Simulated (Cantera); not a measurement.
Input: 1 mol NiS, 1.4 mol H2, held at 825 °C and 1350 Torr.

These are equilibrium values from Cantera (NASA tables, ideal gas, pure condensed phases), not measurements of a reactor. Candidate condensed phases: Ni, NiS, NiS2, Ni3S2, Ni3S4, S; 9 gas species. Kinetics and transport are ignored.

Base state: H2 0.762, H2S 0.238, S2 2.03e-5 (mole fractions); condensed: Ni3S2(l).

**Question.** What changes in the equilibrium state with this change: NiS replaced by Ta2O5?

**Answer.** 
```csv
species,before,after
H2,0.762,1.000
H2S,0.238,0
S2,2.03e-5,0
"Ni3S2(l), mol",0.333,0
"Ta2O5(s), mol",0,1.00
```
Further candidate phases: H2O, Ta, Ta2O5.

**Question.** What changes in the equilibrium state with this change: NiS replaced by Cr2O3?

**Answer.** 
| species | before | after |
|---|---|---|
| H2 | 0.762 | 1.000 |
| H2O | 0 | 3.20e-5 |
| H2S | 0.238 | 0 |
| S2 | 2.03e-5 | 0 |
| Ni3S2(l), mol | 0.333 | 0 |
| Cr2O3(s), mol | 0 | 1.000 |
Further candidate phases: Cr, Cr2O3, H2O.
